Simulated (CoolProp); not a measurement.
Vapour-liquid equilibrium of R22 (1) + R114 (2) at 9.59 bar; x and y are mole fractions of (1).

The numbers come from the multi-fluid Helmholtz-energy mixture model, Kamei 1995 and Platzer 1990; pair parameters Bell 2016 in CoolProp. This equation is an older, rougher fit; its heat capacities, sound speeds and derivatives of the liquid may be far off and weren't checked against measurements.

```json
[
 {"x": "0.05", "bubble temperature (K)": "346.6", "y at the bubble point": "0.171", "dew temperature at overall composition x (K)": "352.2", "liquid density (mol/L)": "7.647"},
 {"x": "0.125", "bubble temperature (K)": "337.1", "y at the bubble point": "0.360", "dew temperature at overall composition x (K)": "348.8", "liquid density (mol/L)": "8.063"},
 {"x": "0.2", "bubble temperature (K)": "329.7", "y at the bubble point": "0.491", "dew temperature at overall composition x (K)": "345.2", "liquid density (mol/L)": "___"},
 {"x": "0.275", "bubble temperature (K)": "323.9", "y at the bubble point": "0.586", "dew temperature at overall composition x (K)": "341.5", "liquid density (mol/L)": "8.842"},
 {"x": "0.35", "bubble temperature (K)": "319.2", "y at the bubble point": "0.659", "dew temperature at overall composition x (K)": "337.6", "liquid density (mol/L)": "9.233"},
 {"x": "0.425", "bubble temperature (K)": "315.2", "y at the bubble point": "0.717", "dew temperature at overall composition x (K)": "333.5", "liquid density (mol/L)": "9.637"},
 {"x": "0.5", "bubble temperature (K)": "311.8", "y at the bubble point": "0.766", "dew temperature at overall composition x (K)": "329.2", "liquid density (mol/L)": "10.06"},
 {"x": "0.575", "bubble temperature (K)": "___", "y at the bubble point": "0.809", "dew temperature at overall composition x (K)": "___", "liquid density (mol/L)": "___"},
 {"x": "0.65", "bubble temperature (K)": "305.9", "y at the bubble point": "0.848", "dew temperature at overall composition x (K)": "319.8", "liquid density (mol/L)": "___"},
 {"x": "0.725", "bubble temperature (K)": "303.3", "y at the bubble point": "0.884", "dew temperature at overall composition x (K)": "314.7", "liquid density (mol/L)": "11.53"},
 {"x": "0.8", "bubble temperature (K)": "300.9", "y at the bubble point": "0.918", "dew temperature at overall composition x (K)": "309.4", "liquid density (mol/L)": "12.10"},
 {"x": "0.875", "bubble temperature (K)": "298.6", "y at the bubble point": "0.950", "dew temperature at overall composition x (K)": "304.0", "liquid density (mol/L)": "12.73"},
 {"x": "0.95", "bubble temperature (K)": "296.4", "y at the bubble point": "0.980", "dew temperature at overall composition x (K)": "298.6", "liquid density (mol/L)": "13.41"}
]
```

**Question.** Complete the blanks.

**Answer.** 
- 0.2, liquid density (mol/L): 8.456
- 0.575, bubble temperature (K): 308.7
- 0.575, dew temperature at overall composition x (K): 324.6
- 0.575, liquid density (mol/L): 10.52
- 0.65, liquid density (mol/L): 11.00

No azeotrope shows between x = 0.05 and 0.95.

Pair parameters are fitted to limited data, so mixtures are less certain than the pure fluids.
